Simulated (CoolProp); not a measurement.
Properties of carbonyl sulfide along the isobar 0.806 bar.

Values from CoolProp's reference Helmholtz-energy equation of state, Lemmon 2006. It is a short technical equation, of lower accuracy than the large ones.

| T (K) | phase | density (kg/m³) | Joule-Thomson coefficient (K/MPa) | fugacity coefficient |
|---|---|---|---|---|
| 163.7 | liquid | 1295 | -0.4923 | … |
| 183.4 | liquid | … | -0.4845 | … |
| 203.1 | liquid | 1216 | … | 0.4460 |
| 222.8 | gas | 2.674 | 45.13 | 0.9780 |
| 242.5 | gas | 2.443 | 35.14 | 0.9833 |
| 262.2 | gas | 2.251 | … | 0.9869 |
| 281.9 | gas | 2.088 | 23.24 | 0.9896 |
| 301.6 | gas | 1.948 | … | 0.9915 |
| 321.3 | gas | 1.825 | 16.66 | 0.9930 |

**Question.** Fill in the missing entries.

**Answer.** 
- 163.7, fugacity coefficient: 0.02522
- 183.4, density (kg/m³): 1256
- 183.4, fugacity coefficient: 0.1269
- 203.1, Joule-Thomson coefficient (K/MPa): -0.4631
- 262.2, Joule-Thomson coefficient (K/MPa): 28.23
- 301.6, Joule-Thomson coefficient (K/MPa): 19.51
